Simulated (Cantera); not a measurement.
Ammonia decomposition in nitride growth gas

A perfectly stirred reactor is fed with 33.3 % NH3, 66.7 % H2, at 86000 Pa; it is held at 2223 K, and followed from long to short residence time.

Computed with Cantera and the gas-phase N/H chemistry of the illustrative SiF4/NH3 mechanism in the Surface Chemkin manual (1991). Walls and surfaces, which speed up NH3 decomposition in real reactors, are not modelled.

| τ (s) | x NH3 | x H2 | x NH | x N2H4 | x NH2 | x N2 |
|---|---|---|---|---|---|---|
| 2.1 | 0.00131 | 0.868 | 5.05e-6 | 6.67e-11 | 2.92e-5 | 0.124 |
| 1.0 | 0.00204 | 0.868 | 7.21e-6 | 1.48e-10 | 4.35e-5 | 0.124 |
| 0.47 | 0.00342 | 0.868 | 1.02e-5 | 3.53e-10 | 6.71e-5 | 0.123 |
| 0.22 | 0.00649 | 0.867 | 1.40e-5 | 9.25e-10 | 0.000109 | 0.122 |
| 0.10 | 0.0142 | 0.863 | 1.87e-5 | 2.71e-9 | 0.000186 | 0.119 |
| 0.047 | 0.0303 | 0.853 | 2.38e-5 | 7.40e-9 | 0.000307 | 0.113 |
| 0.022 | 0.0600 | 0.835 | 2.96e-5 | 1.84e-8 | 0.000484 | 0.102 |
| 0.010 | 0.109 | 0.805 | 3.57e-5 | 4.10e-8 | 0.000723 | 0.0836 |
| 0.0048 | 0.168 | 0.768 | 4.08e-5 | 7.30e-8 | 0.000964 | 0.0615 |
| 0.0022 | 0.230 | 0.730 | 4.45e-5 | 1.11e-7 | 0.00119 | 0.0382 |
x: mole fraction; the columns are a selection and need not sum to one.
